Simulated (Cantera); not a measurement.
An adiabatic, constant-volume homogeneous reactor starts with 2.30 % C3H8, 20.5 % O2, 77.2 % N2, equivalence ratio 0.56, at 1150 K and 1.10 bar.

Model: GRI-Mech 3.0 (53 species, 325 reactions), integrated in Cantera. GRI-Mech 3.0 was tuned for natural gas; its chemistry of propane as a main component is partial and can be far from experiment.

Q: Predict: time of steepest temperature rise; temperature at 0.600 s; equilibrium temperature; x(O2) at 0.600 s; x(CO) at 0.600 s; x(H2O2) at 0.600 s.

A: 
| Quantity | Value |
|---|---|
| time of steepest temperature rise | 15.3 ms |
| temperature at 0.600 s | 2507 K |
| equilibrium temperature | 2507 K |
| x(O2) at 0.600 s | 0.0805 (gas-phase equilibrium 0.0805) |
| x(CO) at 0.600 s | 0.00531 (gas-phase equilibrium 0.00531) |
| x(H2O2) at 0.600 s | 2.66e-7 (gas-phase equilibrium 2.66e-7) |
